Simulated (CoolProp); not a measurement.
Properties of carbon dioxide at several states.

Computed with CoolProp (reference Helmholtz-energy equation of state, Span 1996).

| T (K) | p (bar) | phase | cp (kJ/(kg K)) | expansivity (1/kK) | Prandtl number | fugacity coefficient |
|---|---|---|---|---|---|---|
| 388 | 17.5 | gas | 0.9820 | 2.932 | 0.774 | 0.9651 |
| 376.3 | 138 | supercritical | 1.896 | 8.886 | 1.24 | 0.7240 |
| 634.2 | 3.33 | gas | 1.096 | 1.585 | 0.731 | 0.9994 |
| 599.8 | 7.72 | gas | 1.081 | 1.692 | 0.734 | 0.9980 |

Viscosity comes from a separate model (Laesecke 2017). Thermal conductivity comes from a separate model (Huber 2016).
